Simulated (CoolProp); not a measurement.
Properties of R1336mzz(E) along the isotherm 217.9 K.

Values from CoolProp's reference Helmholtz-energy equation of state, Akasaka 2023.

| p (kPa) | phase | density (kg/m³) | isothermal compressibility (1/MPa) | expansivity (1/kK) | fugacity coefficient |
|---|---|---|---|---|---|
| 380 | liquid | 1537 | 0.0009960 | 1.531 | ? |
| 760 | liquid | 1537 | 0.0009914 | 1.527 | 0.004074 |
| 1140 | liquid | 1538 | 0.0009870 | 1.522 | 0.002777 |
| 1520 | liquid | 1538 | 0.0009825 | 1.518 | 0.002130 |
| 1900 | liquid | 1539 | 0.0009781 | 1.513 | 0.001743 |
| 2280 | liquid | 1539 | 0.0009738 | 1.509 | 0.001485 |
| 2660 | liquid | 1540 | 0.0009695 | ? | 0.001302 |
| 3040 | liquid | 1541 | 0.0009652 | 1.500 | 0.001165 |
| 3420 | liquid | 1541 | 0.0009610 | 1.496 | 0.001059 |
| 3800 | liquid | 1542 | ? | 1.491 | 0.0009742 |
| 4180 | liquid | 1542 | 0.0009527 | 1.487 | 0.0009057 |
| 4560 | liquid | 1543 | 0.0009486 | 1.483 | 0.0008489 |
| 4940 | liquid | 1543 | 0.0009445 | 1.479 | 0.0008013 |
| 5320 | liquid | 1544 | 0.0009405 | 1.475 | 0.0007608 |
| 5700 | liquid | 1544 | 0.0009365 | 1.471 | 0.0007261 |

Task: Some entries are withheld; supply them.

Result: 
- 380, fugacity coefficient: 0.007967
- 2660, expansivity (1/kK): 1.504
- 3800, isothermal compressibility (1/MPa): 0.0009568
